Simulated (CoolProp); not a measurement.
Vapour-liquid equilibrium of cyclohexane (1) + dimethyl carbonate (2) at 192.25 °C; x and y are mole fractions of (1).

Values from CoolProp's multi-fluid Helmholtz-energy mixture model, Zhou 2014 and Zhou 2011; pair parameters Bell 2016.

| x | bubble pressure, mixture model (kPa) | bubble pressure, Raoult's law (kPa) | y, mixture model | y, Raoult's law |
|---|---|---|---|---|
| 0.05 | 1248 | 1173 | 0.095 | 0.051 |
| 0.2 | 1405 | 1175 | 0.285 | 0.202 |
| 0.35 | 1485 | 1177 | 0.409 | 0.353 |
| 0.5 | 1513 | 1180 | 0.507 | 0.503 |
| 0.65 | 1496 | 1182 | 0.604 | 0.653 |
| 0.8 | 1426 | 1185 | 0.722 | 0.802 |
| 0.95 | 1270 | 1187 | 0.906 | 0.951 |

The largest gap from Raoult's law is +28.2 % in bubble pressure, at x = 0.5. y crosses x between x = 0.5 and 0.65: the model has an azeotrope there.

The pair parameters rest on a limited set of measurements; away from them the model extrapolates.
